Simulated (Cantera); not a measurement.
Cantera run:

```python
import numpy as np
import cantera as ct

gas_names = """
    Fe H H2 H2S S SH S2 S8
""".split()
cond_names = """
    Fe(a) Fe(c) Fe(d) Fe(L) FeS(a) FeS(b) FeS(c) FeS(L) FeS2(s) S(cr1) S(cr2) S(L)
""".split()


# ... load() reads the species with a 1 bar reference pressure and builds the phases ...
atoms = {
    'FeS': {'Fe': 1, 'S': 1},
    'H2': {'H': 2},
}
top_T = {'FeS2(s)': 1010}  # K; cautious upper limits of use, not melting points


# ... equilibrate(T, P, feed) seeds the gas with the atoms and calls Mixture.equilibrate('TP', solver="vcs", rtol=1e-11, max_steps=5000) ...
results = []
feed = {'FeS': 1, 'H2': 1.3}  # mol
T = 675  # K
P = 27  # Pa
mix = equilibrate(T, P, feed)
results.append((T, P, feed, dict(zip(mix.species_names, mix.species_moles))))
x = sorted(zip(gas.X, gas.species_names), reverse=True)
print(f"T = {T:g} K  P = {P:g} Pa  gas = {mix.phase_moles(0):.4g} mol")
print("   x: " + "  ".join(f"{s} {v:.3e}" for v, s in x if v > 1e-05))
print("   condensed (mol): " + ("  ".join(f"{mix.phase(i).name} {mix.phase_moles(i):.4g}"
      for i in range(1, mix.n_phases) if mix.phase_moles(i) > 1e-12) or "none"))
```

Output:

```
T = 675 K  P = 27 Pa  gas = 1.3 mol
   x: H2 1.000e+00  H2S 2.411e-05
   condensed (mol): Fe(a) 3.135e-05  FeS(c) 1
```

Equilibrium computed with Cantera from the NASA thermochemical tables; the gas is ideal and each condensed phase is pure. FeS: taken at fixed stoichiometry.
